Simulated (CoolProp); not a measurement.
Properties of R245fa along the isobar 1.01 bar (Tc = 153.9 °C, pc = 36.51 bar, ω = 0.378).

The numbers come from the reference Helmholtz-energy equation of state, Akasaka 2015 in CoolProp.

```tsv
T (°C)	phase	expansivity (1/kK)	viscosity (µPa s)	fugacity coefficient
62.75	gas	3.248	13.3	0.9777
69.65	gas	3.160	13.6	0.9793
76.65	gas	3.078	13.9	0.9808
83.55	gas	3.001	14.2	0.9822
90.45	gas	2.930	14.5	0.9834
97.45	gas	2.861	14.7	0.9845
104.35	gas	2.797	15.0	0.9856
111.35	gas	2.736	15.3	0.9865
118.25	gas	2.679	15.6	0.9874
125.25	gas	2.624	15.8	0.9882
132.15	gas	2.572	16.1	0.9889
139.05	gas	2.522	16.4	0.9896
146.05	gas	2.474	16.6	0.9902
152.95	gas	2.429	16.9	0.9908
159.95	gas	2.385	17.2	0.9913
166.85	gas	2.344	17.4	0.9918
```

Viscosity comes from a separate model (Bell 2016), an estimate that may be off by 10 % or more.
